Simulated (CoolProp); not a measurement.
Properties of hexamethyldisiloxane (MM) along the isobar 8.12 MPa.

The numbers come from the reference Helmholtz-energy equation of state, Thol 2016 in CoolProp.

```csv
T (°C),phase,density (kg/m³),Joule-Thomson coefficient (K/MPa),isothermal compressibility (1/MPa),expansivity (1/kK)
106.85,liquid,690.0,-0.2979,0.003527,1.498
126.15,liquid,669.8,-0.2564,0.004225,1.582
145.45,liquid,649.1,-0.2086,0.005108,1.679
164.75,liquid,627.7,-0.1527,0.006238,1.792
184.05,liquid,605.6,-0.08634,0.007703,1.925
203.25,liquid,582.8,-0.007131,0.009612,2.079
222.55,liquid,558.9,0.08939,0.01215,2.258
241.85,liquid,534.1,0.2073,0.01553,2.465
261.15,supercritical,508.1,0.3519,0.02004,2.702
280.35,supercritical,481.2,0.5273,0.02601,2.965
299.65,supercritical,453.2,0.7385,0.03382,3.248
```
